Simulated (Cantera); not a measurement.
Cantera run:

```python
import numpy as np
import cantera as ct

gas_names = """
    N2 Cs HCL NH3
""".split()
cond_names = """
    CsCL(a) CsCL(b) CsCL(L)
""".split()


def load(file, names, dense=False):
    # The tables refer to 1 bar. Condensed volumes are neglected.
    table = {s.name: s for s in ct.Species.list_from_file(file)}
    out = []
    for n in names:
        d = dict(table[n].input_data)
        d["thermo"] = dict(d["thermo"], **{"reference-pressure": 1e5})
        if dense:
            d["equation-of-state"] = {"model": "constant-volume", "density": "1e6 g/cm^3"}
        out.append(ct.Species.from_dict(d))
    return out


species = {s.name: s for s in load("nasa_gas.yaml", gas_names) + load("nasa_condensed.yaml", cond_names)}
# Each term lists the table entries of one substance; the one whose range holds T is used.
reactions = {
    'N2(g) + 6 Cs(g) + 6 HCl(g) = 2 NH3(g) + 6 CsCl':
        [(-1, ['N2']), (-6, ['Cs']), (-6, ['HCL']), (2, ['NH3']), (6, ['CsCL(a)', 'CsCL(b)', 'CsCL(L)'])],
}


def pick(names, T):
    return next(species[n] for n in names if species[n].thermo.min_temp <= T <= species[n].thermo.max_temp)


results = []
for label, terms in reactions.items():
    print(label)
    print("     T/K   dH/kJ  dS/(J/K)   dG/kJ   log10 K")
    for T in [300, 1423, 1573, 1723, 1873, 2023]:
        used = [(nu, pick(names, T)) for nu, names in terms]
        dH = sum(nu * s.thermo.h(T) for nu, s in used) / 1e6
        dS = sum(nu * s.thermo.s(T) for nu, s in used) / 1e3
        dG = dH - T * dS / 1e3
        logK = -dG * 1e6 / (ct.gas_constant * T * np.log(10))
        results.append((label, T, dH, dS, dG, logK, [s.name for _, s in used]))
        print(f"{T:8g} {dH:8.1f} {dS:8.1f} {dG:8.1f} {logK:8.2f}")
```

Output:

```
N2(g) + 6 Cs(g) + 6 HCl(g) = 2 NH3(g) + 6 CsCl
     T/K   dH/kJ  dS/(J/K)   dG/kJ   log10 K
     300  -2654.0  -1373.6  -2241.9   390.34
    1423  -2349.7  -1023.1   -893.8    32.81
    1573  -2314.5   -999.6   -742.2    24.64
    1723  -2279.3   -978.2   -593.9    18.00
    1873  -2244.2   -958.7   -448.6    12.51
    2023  -2209.2   -940.7   -306.2     7.91
```

Standard-state values (1 bar) from the NASA 1993 polynomials, evaluated with Cantera. Condensed species are held in their standard states even where they would react or evaporate.
